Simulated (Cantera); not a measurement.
**Si + N2O + H2 (thermal oxidation and active oxidation of silicon)**

Input: 1 mol Si, 0.079 mol N2O, 760 mol H2, held at 1.20 mbar.

These are equilibrium values from Cantera (NASA tables, ideal gas, pure condensed phases), not measurements of a reactor. Candidate condensed phases: H2O, Si, SiO2, Si2N2O, Si3N4; 35 gas species. Gases not in the tables: Si2H6 and higher silanes. The numbers say what is thermodynamically allowed, not how fast it happens.

| T (°C) | x H2 | x H | x Si | x SiO | x N2 | x SiH | n Si(l) |
|---|---|---|---|---|---|---|---|
| 1427 | 0.995 | 0.00424 | 0.000565 | 0.000104 | 0.000103 | 3.02e-5 | 0.451 |
| 1477 | 0.992 | 0.00669 | 0.00112 | 0.000103 | 0.000103 | 5.12e-5 | 0 |
| 1527 | 0.988 | 0.0103 | 0.00114 | 0.000103 | 0.000103 | 4.48e-5 | 0 |
| 1577 | 0.983 | 0.0154 | 0.00115 | 0.000103 | 0.000103 | 3.91e-5 | 0 |
| 1627 | 0.976 | 0.0226 | 0.00115 | 0.000103 | 0.000103 | 3.43e-5 | 0 |
| 1677 | 0.966 | 0.0325 | 0.00115 | 0.000102 | 0.000102 | 3.01e-5 | 0 |
| 1727 | 0.953 | 0.0458 | 0.00115 | 0.000101 | 0.000101 | 2.64e-5 | 0 |
| 1777 | 0.935 | 0.0633 | 0.00115 | 0.000101 | 0.000100 | 2.32e-5 | 0 |
| 1827 | 0.913 | 0.0859 | 0.00114 | 9.93e-5 | 9.93e-5 | 2.04e-5 | 0 |
x: gas mole fraction; n: condensed amount in mol.

At 1427 °C the condensed part is Si(l). From 1477 °C to 1827 °C nothing is condensed. The main Si-bearing gas is Si throughout.
